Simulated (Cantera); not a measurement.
A freely propagating, adiabatic, planar premixed flame of H₂ : O₂ : N₂ = 1 : 0.179 : 0.671 (molar parts), unburnt at 675 K and 1.00 atm; mixture-averaged transport, grid criteria slope 0.08 and curve 0.16, no radiation.

Model: the H2/O2 subset of GRI-Mech 3.0, which has no nitrogen chemistry, integrated in Cantera. Burning velocities carry a grid error of a few per cent, more on coarse grids.

Question: Predict: laminar burning velocity; thermal thickness; peak x(H); peak x(HO₂); peak x(OH).

Answer: 
```json
{
 "laminar_burning_velocity": "1020 cm/s",
 "thermal_thickness": "0.500 mm",
 "peak x(H)": "0.0858",
 "peak x(HO₂)": "0.000180",
 "peak x(OH)": "0.00214"
}
```
